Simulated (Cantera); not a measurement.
Feed: 1 mol SiCl4, 11 mol N2, at 1525 °C and 1.60 bar.

Cantera equilibrium calculation (NASA polynomials, part measured and part estimated; ideal gas, pure solids and liquids). The tables' values for SiCl3 are old estimates; treat these amounts as uncertain. The numbers say what is thermodynamically allowed, not how fast it happens.

```tsv
species	before	after
N2	0.913	0.917
SiCl4	0.0787	0.0833
SiCl3	0.00396	7.89e-9
Cl	0.00406	1.98e-9
SiCl2	0.000322	<1e-9
Cl2	0.000270	2.96e-9
```
Gas species are given as mole fractions.

Task: Name the change that produced these shifts.
(A) pressure from 1.60 bar to 85.0 mbar
(B) temperature from 1525 °C to 602 °C
(C) pressure from 1.60 bar to 1.00 bar
(D) pressure from 1.60 bar to 1.33 mbar

Result: B, temperature from 1525 °C to 602 °C
